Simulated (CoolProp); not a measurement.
Vapour-liquid equilibrium of R22 (1) + R142b (2) at 268.8 K; x and y are mole fractions of (1).

Model: multi-fluid Helmholtz-energy mixture model, Kamei 1995 and Lemmon 2006; pair parameters Bell 2016, in CoolProp.

```tsv
x	bubble pressure, mixture model (MPa)	bubble pressure, Raoult's law (MPa)	y, mixture model	y, Raoult's law
0.05	0.1369	0.1379	0.145	0.156
0.2	0.1787	0.1842	0.437	0.468
0.35	0.2207	0.2305	0.623	0.655
0.5	0.2646	0.2768	0.755	0.779
0.65	0.3116	0.3231	0.854	0.867
0.8	0.3616	0.3694	0.929	0.934
0.95	0.4137	0.4157	0.985	0.985
```

The largest gap from Raoult's law is -4.4 % in bubble pressure, at x = 0.5. No azeotrope shows between x = 0.05 and 0.95.

Pair parameters are fitted to limited data, so mixtures are less certain than the pure fluids.
